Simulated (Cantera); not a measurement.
Input: 1 mol C2H2, 0.097 mol CO2, 0.22 mol N2, at 375 °C and 75.0 Torr.

These are equilibrium values from Cantera (NASA tables, ideal gas, pure condensed phases), not measurements of a reactor. Candidate condensed phases: C, C6H6, C7H8, C8H18, H2O; 136 gas species. Equilibrium is a limit: real reactors are often held back by kinetics, nucleation or transport.

Base state: H2 0.317, CH4 0.273, N2 0.226, H2O 0.166, CO2 0.0159, CO 0.00191, NH3 0.000163 (mole fractions); condensed: C(graphite).

Task: What changes in the equilibrium state with this change: temperature from 375 °C to 1475 °C?

Result: 
| species | before | after |
|---|---|---|
| H2 | 0.317 | 0.706 |
| N2 | 0.226 | 0.155 |
| CO | 0.00191 | 0.137 |
| CH4 | 0.273 | 4.58e-5 |
| H2O | 0.166 | 3.60e-6 |
| CO2 | 0.0159 | 1.94e-7 |
| HCN | <1e-9 | 0.00156 |
| H | <1e-9 | 0.000608 |
| C(graphite), mol | 1.81 | 1.90 |
